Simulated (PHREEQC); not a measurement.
0.051 g of hydrous ferric oxide (600 m²/g; 0.2 weak and 0.005 strong sites per Fe, Dzombak-Morel constants, diffuse double layer) in 1 kg of water with 0.05 mol/kgw of an inert sodium salt and 7e-05 mol/kgw NiCl2 and 1.1e-05 mol/kgw PbCl2, at 25 °C; the pH is set by adding NaOH or the inert anion's acid. Oxygen alone is held at its pressure in air (log pO2 = -0.68). CO2 from the air is kept out. No solid was allowed to form.

The numbers come from PHREEQC with the ion-association model, wateq4f.dat.

| pH | Ni sorbed (%) | Pb sorbed (%) | surface charge σ (C/m²) | surface potential ψ (mV) |
|---|---|---|---|---|
| 4 | 0.0 | 11.6 | 0.295 | 160 |
| 4.38 | 0.0 | 20.5 | 0.254 | 152 |
| 4.75 | 0.0 | 25.2 | 0.211 | 143 |
| 5.12 | 0.0 | 28.6 | 0.170 | 132 |
| 5.5 | 0.0 | 37.7 | 0.134 | 120 |
| 5.88 | 0.1 | 59.1 | 0.103 | 107 |
| 6.25 | 0.5 | 82.4 | 0.080 | 94 |
| 6.62 | 2.1 | 94.5 | 0.060 | 81 |
| 7 | 7.5 | 98.4 | 0.045 | 68 |
| 7.38 | 19.6 | 99.4 | 0.037 | 58 |
| 7.75 | 34.9 | 99.6 | 0.032 | 53 |
| 8.12 | 49.0 | 99.7 | 0.029 | 49 |
| 8.5 | 59.8 | 99.6 | 0.027 | 46 |
| 8.88 | 66.4 | 99.4 | 0.025 | 43 |
| 9.25 | 69.6 | 98.7 | 0.022 | 40 |
| 9.62 | 70.5 | 97.4 | 0.018 | 33 |
| 10 | 69.5 | 96.2 | 0.010 | 19 |

Along this series the solution becomes supersaturated in solids that the run did not let form, among them Ni(OH)2. Complexes and solids missing from the database can't appear.
